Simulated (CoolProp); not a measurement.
Properties of R1234yf along the isotherm 410 K.

Values from CoolProp's reference Helmholtz-energy equation of state, Lemmon 2022.

| p (MPa) | phase | isothermal compressibility (1/MPa) | viscosity (µPa s) |
|---|---|---|---|
| 1.41 | gas | 0.7976 | 17.1 |
| 2.82 | gas | 0.4705 | 18.1 |
| 4.23 | supercritical | 0.3979 | 20.8 |
| 5.64 | supercritical | 0.3585 | 28.6 |
| 7.05 | supercritical | 0.1704 | 42.1 |
| 8.46 | supercritical | 0.07986 | 52.4 |
| 9.87 | supercritical | 0.04856 | 59.5 |
| 11.3 | supercritical | 0.03412 | 65.1 |
| 12.7 | supercritical | 0.02625 | 69.7 |
| 14.1 | supercritical | 0.02126 | 74.0 |
| 15.5 | supercritical | 0.01783 | 78.0 |
| 16.9 | supercritical | 0.01533 | 81.8 |

Viscosity comes from a separate model (Bell 2016), an estimate that may be off by 10 % or more.
